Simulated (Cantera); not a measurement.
A closed system holds: 1 mol HF, 0.71 mol O2, 0.21 mol N2, at 0.133 bar.

Method: chemical equilibrium by Gibbs-energy minimisation in Cantera with the NASA 1993 tables (ideal gas, pure condensed phases). Candidate condensed phases: H2O; 40 gas species. Kinetics and transport are ignored.

x: gas mole fraction; nothing condenses.

```
T (°C)   x HF   x O2       x O    x N2       x F       x H      x OH      x NO
------  -----  -----  --------  ------  --------  --------  --------  --------
1252    0.521  0.369   9.43e-6   0.109   6.02e-5   1.19e-9   3.12e-6  0.000681
1402    0.521  0.369   5.68e-5   0.109  0.000185   2.43e-8   1.69e-5   0.00130
1552    0.520  0.368         …   0.108         …         …         …         …
1702    0.519  0.367  0.000914   0.108   0.00107   2.53e-6  0.000224   0.00349
1852    0.518  0.364   0.00273   0.107   0.00217   1.56e-5  0.000608   0.00513
2002    0.514  0.360   0.00704   0.105   0.00407   7.51e-5   0.00143   0.00712
2152    0.508  0.351    0.0161   0.103   0.00710  0.000294   0.00294   0.00940
2302    0.498  0.335    0.0329   0.101    0.0117  0.000963   0.00542    0.0118
2452    0.482  0.311    0.0613  0.0979    0.0185   0.00271   0.00897    0.0142
2602    0.457      …         …  0.0939         …         …         …    0.0161
2752    0.424  0.230     0.162  0.0890    0.0411    0.0145    0.0177    0.0173
2902    0.381  0.176     0.230  0.0835    0.0583    0.0282    0.0209    0.0174
```

Q: What belongs in the gaps?

A: 
- 2602, x O2: 0.276
- 2602, x O: 0.104
- 2602, x F: 0.0281
- 2602, x H: 0.00668
- 2602, x OH: 0.0133
- 1552, x O: 0.000255
- 1552, x F: 0.000475
- 1552, x H: 3.01e-7
- 1552, x OH: 6.87e-5
- 1552, x NO: 0.00222
